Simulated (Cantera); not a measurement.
Cr2O3 + H2 (hydrogen reduction and annealing atmospheres)

A closed system holds: 1 mol Cr2O3, 2.1 mol H2, held at 1000 Pa.

These are equilibrium values from Cantera (NASA tables, ideal gas, pure condensed phases), not measurements of a reactor. Candidate condensed phases: Cr, Cr2O3, H2O; 13 gas species. Mutual solubility and eutectic melting of coexisting phases are not modelled. Kinetics and transport are ignored.

| T (K) | x H2 | x H2O | x Cr | x H | x CrO | x OH | x CrO2 | n Cr(s) | n Cr2O3(s) |
|---|---|---|---|---|---|---|---|---|---|
| 1675 | 0.994 | 0.00347 | 0.00139 | 0.00116 | 2.11e-6 | 1.96e-7 | 3.03e-9 | 0.00194 | 0.998 |
| 1700 | 0.992 | 0.00395 | 0.00209 | 0.00147 | 3.75e-6 | 3.02e-7 | 6.05e-9 | 0.00115 | 0.997 |
| 1725 | 0.991 | 0.00454 | 0.00302 | 0.00185 | 6.49e-6 | 4.66e-7 | 1.19e-8 | 0 | 0.997 |
| 1750 | 0.988 | 0.00568 | 0.00378 | 0.00231 | 1.06e-5 | 7.79e-7 | 2.41e-8 | 0 | 0.996 |
| 1775 | 0.985 | 0.00705 | 0.00470 | 0.00287 | 1.70e-5 | 1.28e-6 | 4.77e-8 | 0 | 0.995 |
| 1800 | 0.982 | 0.00871 | 0.00580 | 0.00355 | 2.69e-5 | 2.08e-6 | 9.26e-8 | 0 | 0.994 |
| 1825 | 0.978 | 0.0107 | 0.00711 | 0.00435 | 4.21e-5 | 3.32e-6 | 1.76e-7 | 0 | 0.992 |
| 1850 | 0.973 | 0.0130 | 0.00866 | 0.00531 | 6.51e-5 | 5.25e-6 | 3.30e-7 | 0 | 0.991 |
| 1875 | 0.967 | 0.0158 | 0.0105 | 0.00645 | 9.92e-5 | 8.19e-6 | 6.08e-7 | 0 | 0.989 |
| 1900 | 0.960 | 0.0190 | 0.0126 | 0.00778 | 0.000150 | 1.26e-5 | 1.10e-6 | 0 | 0.986 |
x: gas mole fraction; n: condensed amount in mol.

From 1675 K to 1700 K the condensed part is Cr(s) + Cr2O3(s). From 1725 K to 1900 K the condensed part is Cr2O3(s). The main Cr-bearing gas is Cr throughout. The share of Cr in condensed phases is highest at 1675 K (99.9 %) and lowest at 1900 K (98.6 %).
